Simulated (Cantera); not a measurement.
Boron, boron nitride and boron oxide: BF3 + H2O + H2 + N2

A closed system holds: 1 mol BF3, 4.7 mol H2O, 6.3 mol H2, 0.38 mol N2, equilibrated at 13300 Pa.

Cantera equilibrium calculation (NASA polynomials, part measured and part estimated; ideal gas, pure solids and liquids). Candidate condensed phases: B, BN, B2O3, B3O3H3, H2O; 62 gas species. Gases not in the tables: H3BO3. The numbers say what is thermodynamically allowed, not how fast it happens.

From 1148 K to 1448 K the condensed part is B2O3(l). From 1523 K to 1748 K nothing is condensed.

```
T (K)   x H2  x H2O   x HF    x BOF    x N2     x BF3    x HBO2  n B2O3(l)
-----  -----  -----  -----  -------  ------  --------  --------  ---------
1148   0.496  0.297  0.144  0.00101  0.0299    0.0270  0.000571      0.238
1223   0.494  0.289  0.156  0.00314  0.0298    0.0224   0.00169      0.258
1298   0.491  0.281  0.164  0.00834  0.0296    0.0179   0.00436      0.247
1373   0.486  0.274  0.167   0.0192  0.0293    0.0133    0.0101      0.180
1448   0.477  0.265  0.159   0.0382  0.0288   0.00863    0.0212     0.0192
1523   0.473  0.258  0.166   0.0453  0.0285   0.00441    0.0243          0
1598   0.472  0.254  0.171   0.0473  0.0285   0.00209    0.0251          0
1673   0.471  0.252  0.173   0.0479  0.0284  0.000998    0.0255          0
1748   0.471  0.251  0.175   0.0479  0.0284  0.000497    0.0259          0
```
x: gas mole fraction; n: condensed amount in mol.
